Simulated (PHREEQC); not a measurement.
A PHREEQC input (ion-association model, wateq4f.dat):

```
SOLUTION 1
  temp 25
  units mg/kgw
  pH 6.37 charge
  pe 10.9
  Na 0.00726
  K 0.0054
  Ca 0.042
  Mg 0.00132
  Cl 0.0275
  S(6) 0.0307 as SO4
  Alkalinity 0.0844 as HCO3
  B 1.47e-05
END
USE solution 1
EQUILIBRIUM_PHASES 1
  CO2(g) -2.5 10
END
```

It stops with these messages:

```
ERROR: pH adustment cannot attain charge balance when alkalinity is fixed.
ERROR: Program terminating due to input errors.
```

The fault: pH asked from the charge balance while alkalinity is fixed. The line should read `pH 6.37` where the input has `pH 6.37 charge`. With the mend the run ends at pH 5.20 and ionic strength 1.04e-5 mol/kgw.
